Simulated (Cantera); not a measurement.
Mixture: CH4 : O2 : N2 : H2O : H2 = 1 : 2.86 : 10.7 : 0.86 : 0.31 (molar parts), at 4.74 atm, adiabatic and at constant volume. Ignition delay is the time to a rise of 400 K.

Cantera simulation using GRI-Mech 3.0 (53 species, 325 reactions); the numbers are that mechanism's predictions, not measurements.

Task: Predict: delay at 1300 K; delay at 1500 K; delay at 1700 K; delay at 1900 K; delay at 2100 K; apparent activation energy between 1900 and 2100 K.

Result: 
```json
{
  "delay at 1300 K": "0.437 ms",
  "delay at 1500 K": "99.8 µs",
  "delay at 1700 K": "27.3 µs",
  "delay at 1900 K": "9.25 µs",
  "delay at 2100 K": "3.81 µs",
  "apparent activation energy between 1900 and 2100 K": "150 kJ/mol"
}
```
